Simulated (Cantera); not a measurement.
Input: 1 mol HMDSO, 0.47 mol H2O, 150 mol N2, at 1700 K and 0.100 bar.

These are equilibrium values from Cantera (NASA tables, ideal gas, pure condensed phases), not measurements of a reactor. Candidate condensed phases: C, C6H6, C7H8, C8H18, H2O, Si, SiC, SiO2, Si2N2O, Si3N4; 151 gas species. The feed counts by its element totals alone. Kinetics and transport are ignored.

Base state: N2 0.932, H2 0.0583, CO 0.00910, HCN 0.000854, H 0.000113, SiO 3.72e-5, HNC 2.55e-5 (mole fractions); condensed: C(graphite) + SiC(s).

Q: What changes in the equilibrium state with this change: temperature from 1700 K to 1873 K?

A: 
```
species             before     after
----------------  --------  --------
N2                   0.932     0.931
H2                  0.0583    0.0575
CO                 0.00910   0.00907
HCN               0.000854   0.00200
SiO                3.72e-5   6.17e-5
H                 0.000113  0.000489
C2H2 (acetylene)   4.28e-6   1.79e-5
HNC                2.55e-5   8.88e-5
C(graphite), mol      2.40      2.21
SiC(s), mol           1.99      1.99
```
